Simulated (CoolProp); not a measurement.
A simple Rankine cycle with trans-2-butene: condensing at 331.15 K, boiler at 1.59 MPa, turbine inlet 524 K, turbine efficiency 0.65, pump efficiency 0.7, no recuperator. Each further row changes one setting.

Computed with CoolProp (reference Helmholtz-energy equation of state, Lemmon 2005). It is a short technical equation, of lower accuracy than the large ones.

```csv
case,thermal efficiency (%),net work (kJ/kg),heat in (kJ/kg),turbine exit temperature (K),volume ratio over the turbine
as stated,5.9,43.1,736,499.2,2.67
condensing temperature 323.15 K,6.9,52.2,756,494.5,3.27
boiler pressure 1.11 MPa,3.8,28.4,744,508.7,1.86
turbine efficiency 0.55,4.9,36.1,736,502.2,2.69
```
